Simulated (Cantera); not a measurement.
An isothermal, constant-pressure homogeneous reactor starts with C₂H₆ : N₂ = 1 : 1.3 (molar parts), at 1698 K and 0.0720 bar. Integrator tolerance rtol = 1e-08.

Detailed kinetics in Cantera: GRI-Mech 3.0 (53 species, 325 reactions). GRI-Mech 3.0 stops at C3 and has no aromatics, soot or wall deposition, so with more carbon than oxygen in the feed, carbon stays in small species such as C2H2 where larger ones or solid carbon would form.

Task: What does this change do: temperature 1698 to 1750 K?

Result: 
```json
[
 {"quantity": "x(C₂H₆) at 3.00 s", "before": "6.13e-8 (gas-phase equilibrium 2.16e-8)", "after": "1.90e-8 (gas-phase equilibrium 1.07e-8)"},
 {"quantity": "x(H₂) at 3.00 s", "before": "0.462 (gas-phase equilibrium 0.463)", "after": "0.463 (gas-phase equilibrium 0.464)"},
 {"quantity": "x(HCN) at 3.00 s", "before": "1.39e-6 (gas-phase equilibrium 0.118)", "after": "3.36e-6 (gas-phase equilibrium 0.121)"},
 {"quantity": "x(C₂H) at 3.00 s", "before": "1.02e-6 (gas-phase equilibrium 7.61e-7)", "after": "2.09e-6 (gas-phase equilibrium 1.55e-6)"},
 {"quantity": "x(H) at 3.00 s", "before": "0.000368 (gas-phase equilibrium 0.000369)", "after": "0.000594 (gas-phase equilibrium 0.000594)"},
 {"quantity": "x(CH₃) at 3.00 s", "before": "3.88e-5 (gas-phase equilibrium 1.97e-5)", "after": "2.94e-5 (gas-phase equilibrium 2.06e-5)"}
]
```
